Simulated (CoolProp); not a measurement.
Aqueous methanol as a coolant, 33 % by mass, freezing at -29.3 °C, 1 atm.

The numbers come from the Melinder's fits for secondary coolants in CoolProp.

| T (°C) | density (kg/m³) | viscosity (mPa s) | cp (kJ/(kg K)) | Prandtl number |
|---|---|---|---|---|
| -23.4 | 965.3 | 11.3 | 3.570 | 103 |
| -18.3 | 963.5 | 8.55 | 3.629 | 79.0 |
| -13.2 | 961.6 | 6.61 | 3.685 | 61.5 |
| -8.1 | 959.6 | 5.20 | 3.737 | 48.7 |
| -3 | 957.4 | 4.16 | 3.785 | 39.2 |
| 2.1 | 955.2 | 3.38 | 3.829 | 31.9 |
| 7.2 | 952.9 | 2.79 | 3.868 | 26.4 |
| 12.4 | 950.4 | 2.32 | 3.903 | 22.0 |
| 17.5 | 947.9 | 1.97 | 3.931 | 18.6 |
| 22.6 | 945.2 | 1.68 | 3.953 | 15.9 |
| 27.7 | 942.5 | 1.45 | 3.969 | 13.6 |
| 32.8 | 939.6 | 1.26 | 3.979 | 11.8 |
| 37.9 | 936.7 | 1.11 | 3.981 | 10.3 |
